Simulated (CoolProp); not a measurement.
R141b at 317.57 K and 0.0221 MPa is throttled through a valve to 0.011 MPa with no heat exchange. Each further row changes one setting.

Values from CoolProp's reference Helmholtz-energy equation of state, Lemmon 2006. It is a short technical equation, of lower accuracy than the large ones.

```tsv
case	temperature change (K)	final density (kg/m³)
as stated	-0.4	0.489
outlet pressure 0.0033 MPa	-0.6	0.147
outlet pressure 0.0143 MPa	-0.3	0.637
```
